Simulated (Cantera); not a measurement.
A Cantera script and what it prints.

```python
import numpy as np
import cantera as ct

gas_names = """
    AL ALCL ALCL2 ALCL3 ALH AL2 AL2CL6 CL CL2 H HCL H2
""".split()
cond_names = """
    AL(cr) AL(L) ALCL3(s) ALCL3(L)
""".split()


# ... load() reads the species with a 1 bar reference pressure and builds the phases ...
atoms = {
    'Al': {'AL': 1},
    'HCl': {'H': 1, 'CL': 1},
    'H2': {'H': 2},
}
top_T = {}  # K; cautious upper limits of use, not melting points


# ... equilibrate(T, P, feed) seeds the gas with the atoms and calls Mixture.equilibrate('TP', solver="vcs", rtol=1e-11, max_steps=5000) ...
results = []
feed = {'Al': 1, 'HCl': 16, 'H2': 48}  # mol
P = 35  # Pa
for T in [825, 875, 925, 975, 1025, 1075, 1125, 1175, 1225, 1275, 1325, 1375, 1425]:
    mix = equilibrate(T, P, feed)
    results.append((T, P, feed, dict(zip(mix.species_names, mix.species_moles))))

top = {s: max(r[3][s] / sum(r[3][g] for g in gas_names) for r in results) for s in gas_names}
cols = sorted((s for s in top if top[s] > 1e-05), key=lambda s: -top[s])[:6]
seen = [c for c in cond_names if any(r[3].get(c, 0) > 1e-12 for r in results)]
print("log10 of partial pressures in bar; condensed amounts in mol")
print(f"{'T/K':>10s}" + "".join(f"{s[:9]:>10s}" for s in cols + seen))
for T, P, feed, n in results:
    ng = sum(n[g] for g in gas_names)
    print(f"{T:10.4g}" + "".join(f"{np.log10(max(n[s] / ng * P / 1e5, 1e-99)):10.3f}" for s in cols)
          + "".join(f"{n.get(c, 0):10.4g}" for c in seen))
```

It prints:

```
log10 of partial pressures in bar; condensed amounts in mol
       T/K        H2       HCL     ALCL3      ALCL     ALCL2         H
       825    -3.564    -4.145    -5.259   -14.639   -11.422   -12.883
       875    -3.564    -4.145    -5.259   -13.402   -10.671   -12.082
       925    -3.564    -4.145    -5.259   -12.301   -10.002   -11.366
       975    -3.564    -4.145    -5.259   -11.315    -9.404   -10.724
      1025    -3.564    -4.145    -5.259   -10.426    -8.865   -10.143
      1075    -3.564    -4.145    -5.259    -9.621    -8.377    -9.615
      1125    -3.564    -4.145    -5.260    -8.890    -7.933    -9.134
      1175    -3.564    -4.145    -5.262    -8.223    -7.530    -8.694
      1225    -3.564    -4.144    -5.266    -7.615    -7.163    -8.288
      1275    -3.565    -4.143    -5.278    -7.065    -6.834    -7.915
      1325    -3.565    -4.140    -5.305    -6.577    -6.549    -7.569
      1375    -3.567    -4.135    -5.363    -6.165    -6.321    -7.249
      1425    -3.569    -4.126    -5.471    -5.846    -6.168    -6.951
```

These are equilibrium values from Cantera (NASA tables, ideal gas, pure condensed phases), not measurements of a reactor. The tables' values for AlCl2 are old estimates; treat these amounts as uncertain.
